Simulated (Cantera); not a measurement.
Charge: 1 mol Al2O3, 1.7 mol BCl3, a varied amount of O2, held at 675 °C and 0.000140 bar.

Equilibrium computed with Cantera from the NASA thermochemical tables; the gas is ideal and each condensed phase is pure. Candidate condensed phases: Al, AlCl3, Al2O3, B, B2O3; 30 gas species. The tables' values for BOCl are old estimates; treat these amounts as uncertain. Condensed phases not in the tables: AlOCl, borates and borosilicate glass, alloys, solid solutions and most ternary compounds. The numbers say what is thermodynamically allowed, not how fast it happens.

At 0.18 mol O2, list the 4 most abundant gas species with their mole fractions, and the condensed phases.

AlCl3 0.552, BCl3 0.208, Cl2 0.194, B3O3Cl3 0.0392. Condensed: Al2O3(s) + B2O3(l).
